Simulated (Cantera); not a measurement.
A Cantera script and its output.

```python
import numpy as np
import cantera as ct

gas = ct.Solution("SiF4_NH3_mec.yaml", "gas")
gas.TPX = 1500, 100000, {'NH3': 1, 'N2': 28}
reactor = ct.IdealGasConstPressureReactor(gas, energy="off", clone=False)
net = ct.ReactorNet([reactor])
net.rtol, net.atol = 1e-08, 1e-18
show = ['NH3', 'H', 'NH', 'N2', 'N2H4', 'N']
times = np.geomspace(0.0001, 10, 9)

steps = ct.SolutionArray(gas, extra=["t"])
rows = []
print(f"{'t/s':>10s}{'T/K':>9s}{'P/Pa':>11s}" + "".join(f"{s:>11s}" for s in show))
for t in times:
    while net.time < t:
        t_next = net.step()
        steps.append(gas.state, t=t_next)
    rows.append([np.interp(t, steps.t, y) for y in (steps.T, steps.P, *steps(*show).X.T)])
    print(f"{t:10.3e}{rows[-1][0]:9.1f}{rows[-1][1]:11.4g}" + "".join(f"{x:11.3e}" for x in rows[-1][2:]))
rate = np.gradient(steps.T, steps.t)
print("integrator steps:", len(steps.t))
if steps.T.max() > steps.T[0] + 200:
    print(f"time of steepest temperature rise: {steps.t[rate.argmax()]:.4e} s")
gas.TPX = 1500, 100000, {'NH3': 1, 'N2': 28}
gas.equilibrate("TP")
print(f"equilibrium (TP): T = {gas.T:.1f} K  " + "  ".join(f"{s} {gas[s].X[0]:.3e}" for s in show))
```

Output:

```
       t/s      T/K       P/Pa        NH3          H         NH         N2       N2H4          N
 1.000e-04   1500.0      1e+05  3.448e-02  1.080e-09  5.010e-13  9.655e-01  2.153e-13  1.356e-17
 4.217e-04   1500.0      1e+05  3.448e-02  1.082e-09  1.381e-11  9.655e-01  4.528e-12  1.489e-15
 1.778e-03   1500.0      1e+05  3.448e-02  1.113e-09  4.406e-10  9.655e-01  8.355e-11  1.756e-13
 7.499e-03   1500.0      1e+05  3.448e-02  1.787e-09  7.001e-09  9.655e-01  1.468e-09  4.366e-12
 3.162e-02   1500.0      1e+05  3.445e-02  1.149e-08  3.350e-08  9.655e-01  1.339e-08  4.830e-11
 1.334e-01   1500.0      1e+05  3.429e-02  4.968e-08  4.510e-08  9.654e-01  1.525e-08  2.564e-10
 5.623e-01   1500.0      1e+05  3.361e-02  1.850e-07  6.223e-08  9.651e-01  1.240e-08  1.267e-09
 2.371e+00   1500.0      1e+05  3.118e-02  5.974e-07  7.286e-08  9.640e-01  8.147e-09  3.666e-09
 1.000e+01   1500.0      1e+05  2.484e-02  1.506e-06  5.534e-08  9.612e-01  3.901e-09  3.974e-09
integrator steps: 915
equilibrium (TP): T = 1500.0 K  NH3 6.651e-07  H 3.962e-06  NH 8.905e-13  N2 9.500e-01  N2H4 1.523e-18  N 5.902e-14
```

Model: the gas-phase N/H chemistry of the illustrative SiF4/NH3 mechanism in the Surface Chemkin manual (1991), integrated in Cantera. Walls and surfaces, which speed up NH3 decomposition in real reactors, are not modelled.
